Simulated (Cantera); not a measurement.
A closed system holds: 1 mol (CH₃)₂SiCl₂, 120 mol H₂, equilibrated at 777 °C and 0.00490 bar.

Method: chemical equilibrium by Gibbs-energy minimisation in Cantera with the NASA 1993 tables (ideal gas, pure condensed phases). Candidate condensed phases: C, C₆H₆, C₇H₈, C₈H₁₈, Si, SiC; 109 gas species. The feed counts by its element totals alone. The numbers say what is thermodynamically allowed, not how fast it happens.

Base state: H₂ 0.984, HCl 0.0161, CH₄ 0.000271 (mole fractions); condensed: C(graphite) + SiC(s).

Problem. What changes in the equilibrium state with this change: pressure from 0.00490 bar to 0.0710 bar?

Solution. 
| species | before | after |
|---|---|---|
| H₂ | 0.984 | 0.980 |
| HCl | 0.0161 | 0.0162 |
| CH₄ | 0.000271 | 0.00390 |
| C(graphite), mol | 0.966 | 0.518 |
| SiC(s), mol | 1.000 | 0.999 |

Problem. What changes in the equilibrium state with this change: temperature from 777 °C to 1752 °C?

Solution. 
| species | before | after |
|---|---|---|
| H₂ | 0.984 | 0.956 |
| H | 1.15e-7 | 0.0269 |
| HCl | 0.0161 | 0.0155 |
| C₂H₂ (acetylene) | 4.07e-9 | 0.000865 |
| Si | <1e-9 | 0.000714 |
| Cl | 1.72e-9 | 0.000323 |
| SiC₂ | <1e-9 | 3.31e-5 |
| SiH | <1e-9 | 3.13e-5 |
| C(graphite), mol | 0.966 | 0.882 |
| SiC(s), mol | 1.000 | 0.889 |
The tables' values for SiCl are old estimates; treat these amounts as uncertain.

Problem. What changes in the equilibrium state with this change: temperature from 777 °C to 1475 °C?

Solution. 
```
species             before     after
----------------  --------  --------
H₂                   0.984     0.981
HCl                 0.0161    0.0160
H                  1.15e-7   0.00323
CH₄               0.000271   4.33e-6
SiCl₂              2.93e-7   1.65e-5
C₂H₂ (acetylene)   4.07e-9  0.000111
Cl                 1.72e-9   4.08e-5
C(graphite), mol     0.966     0.975
SiC(s), mol          1.000     0.997
```
